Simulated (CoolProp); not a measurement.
Vapour-liquid equilibrium of CH2F2 (R32) (1) + methanol (2) at 0.101 MPa; x and y are mole fractions of (1).

Model: multi-fluid Helmholtz-energy mixture model, Tillner-Roth 1997 and de Reuck 1993; pair parameters Bell 2016, in CoolProp.

```
x     bubble temperature, mixture model (K)  bubble temperature, Raoult's law (K)  y, mixture model  y, Raoult's law
----  -------------------------------------  ------------------------------------  ----------------  ---------------
0.05                                  262.0                                 298.3             0.981            0.839
0.15                                  236.1                                 266.7             0.998            0.977
0.25                                  228.9                                 252.8             0.999            0.993
0.35                                  226.2                                 244.4             0.999            0.997
0.45                                  225.2                                 238.4             0.999            0.998
0.55                                  224.9                                 233.9             0.999            0.999
0.65                                  224.8                                 230.3             0.999            0.999
0.75                                  224.5                                 227.2             0.999            1.000
0.85                                  223.7                                 224.7             0.999            1.000
0.95                                  222.4                                 222.4             1.000            1.000
```

The largest gap from Raoult's law is -36.3 K in bubble temperature, at x = 0.05. No azeotrope shows between x = 0.05 and 0.95.

Pair parameters are fitted to limited data, so mixtures are less certain than the pure fluids. With so large a gap from Raoult's law the liquid may split in two, which this calculation doesn't test in full.
